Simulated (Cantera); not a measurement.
Thermodynamics of hydrogen reduction and annealing atmospheres, feed PbO + H2

Input: 1 mol PbO, 1.2 mol H2, at 575 °C and 62.0 Pa.

Equilibrium computed with Cantera from the NASA thermochemical tables; the gas is ideal and each condensed phase is pure. Candidate condensed phases: H2O, Pb, PbO, PbO2, Pb3O4; 12 gas species. Rates play no part.

```json
{
  "x(H2O)": "0.833",
  "x(H2)": "0.167",
  "x(Pb)": "0.000482",
  "n(Pb(l))": "0.999 mol",
  "gas_amount": "1.201 mol",
  "log10 activity of PbO2(s) (absent)": "-16.71"
}
```
